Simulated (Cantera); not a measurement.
An isothermal, constant-pressure homogeneous reactor starts with 35.7 % NH3, 64.3 % H2, at 1675 K and 0.987 atm.

Model: the gas-phase N/H chemistry of the illustrative SiF4/NH3 mechanism in the Surface Chemkin manual (1991), integrated in Cantera. Walls and surfaces, which speed up NH3 decomposition in real reactors, are not modelled.

Predict: x(NH3) at 20.0 s; x(H2) at 20.0 s; x(NH2) at 20.0 s; x(N2) at 20.0 s; x(N2H4) at 20.0 s.


```json
{
 "x(NH3) at 20.0 s": "0.0416 (gas-phase equilibrium 1.12e-5)",
 "x(H2) at 20.0 s": "0.842 (gas-phase equilibrium 0.868)",
 "x(NH2) at 20.0 s": "1.23e-5 (gas-phase equilibrium 3.51e-9)",
 "x(N2) at 20.0 s": "0.116 (gas-phase equilibrium 0.132)",
 "x(N2H4) at 20.0 s": "1.68e-9 (gas-phase equilibrium <1e-12)"
}
```
